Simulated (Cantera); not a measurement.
## Hydrocarbon pyrolysis for carbon deposition

A perfectly stirred reactor is fed with CH4 : N2 = 0.29 : 22 (molar parts), at 10.00 Torr; it is held at 1375 K, and followed from long to short residence time.

Computed with Cantera and GRI-Mech 3.0 (53 species, 325 reactions). GRI-Mech 3.0 stops at C3 and has no aromatics, soot or wall deposition, so with more carbon than oxygen in the feed, carbon stays in small species such as C2H2 where larger ones or solid carbon would form. Radical loss at walls, strong at low pressure, is not modelled.

```tsv
τ (s)	x CH4	x H2	x CH3	x C2H	x C2H4	x C2H2	x HCN
21	0.0116	0.00194	3.01e-5	6.58e-11	0.000140	0.000549	9.47e-10
3.5	0.0129	0.000110	1.88e-5	2.00e-12	2.96e-5	1.33e-5	4.41e-12
0.60	0.0130	2.80e-6	4.06e-6	<1e-12	3.18e-7	1.91e-8	<1e-12
0.10	0.0130	3.53e-7	6.98e-7	<1e-12	1.64e-9	1.55e-11	<1e-12
0.017	0.0130	5.82e-8	1.18e-7	<1e-12	7.93e-12	<1e-12	<1e-12
0.0028	0.0130	8.51e-9	1.83e-8	<1e-12	<1e-12	<1e-12	<1e-12
0.00048	0.0130	8.84e-10	2.57e-9	<1e-12	<1e-12	<1e-12	<1e-12
```
x: mole fraction; the columns are a selection and need not sum to one.
